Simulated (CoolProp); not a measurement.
Saturation properties of tetrahydrofuran.

The numbers come from the reference Helmholtz-energy equation of state, Fiedler 2023 in CoolProp.

```json
[
 {"T (K)": "360.6", "p (kPa)": "194.0", "liquid density (kg/m³)": "810.3", "enthalpy of vaporisation (kJ/kg)": "399.8"},
 {"T (K)": "368.7", "p (kPa)": "242.3", "liquid density (kg/m³)": "800.4", "enthalpy of vaporisation (kJ/kg)": "393.3"},
 {"T (K)": "376.8", "p (kPa)": "299.2", "liquid density (kg/m³)": "790.4", "enthalpy of vaporisation (kJ/kg)": "386.6"},
 {"T (K)": "384.9", "p (kPa)": "365.8", "liquid density (kg/m³)": "780.1", "enthalpy of vaporisation (kJ/kg)": "379.6"},
 {"T (K)": "393", "p (kPa)": "443.2", "liquid density (kg/m³)": "769.7", "enthalpy of vaporisation (kJ/kg)": "372.4"},
 {"T (K)": "401.1", "p (kPa)": "532.3", "liquid density (kg/m³)": "759.0", "enthalpy of vaporisation (kJ/kg)": "365.0"},
 {"T (K)": "409.2", "p (kPa)": "634.2", "liquid density (kg/m³)": "748.1", "enthalpy of vaporisation (kJ/kg)": "357.2"},
 {"T (K)": "417.3", "p (kPa)": "750.1", "liquid density (kg/m³)": "736.9", "enthalpy of vaporisation (kJ/kg)": "349.1"},
 {"T (K)": "425.4", "p (kPa)": "881.2", "liquid density (kg/m³)": "725.3", "enthalpy of vaporisation (kJ/kg)": "340.6"},
 {"T (K)": "433.5", "p (kPa)": "1029", "liquid density (kg/m³)": "713.4", "enthalpy of vaporisation (kJ/kg)": "331.6"},
 {"T (K)": "441.6", "p (kPa)": "1193", "liquid density (kg/m³)": "701.0", "enthalpy of vaporisation (kJ/kg)": "322.2"},
 {"T (K)": "449.7", "p (kPa)": "1377", "liquid density (kg/m³)": "688.2", "enthalpy of vaporisation (kJ/kg)": "312.3"},
 {"T (K)": "457.7", "p (kPa)": "1579", "liquid density (kg/m³)": "674.9", "enthalpy of vaporisation (kJ/kg)": "301.8"},
 {"T (K)": "465.8", "p (kPa)": "1804", "liquid density (kg/m³)": "660.8", "enthalpy of vaporisation (kJ/kg)": "290.5"},
 {"T (K)": "473.9", "p (kPa)": "2053", "liquid density (kg/m³)": "645.8", "enthalpy of vaporisation (kJ/kg)": "278.3"}
]
```

It boils at 339.1 K under 1 atm.
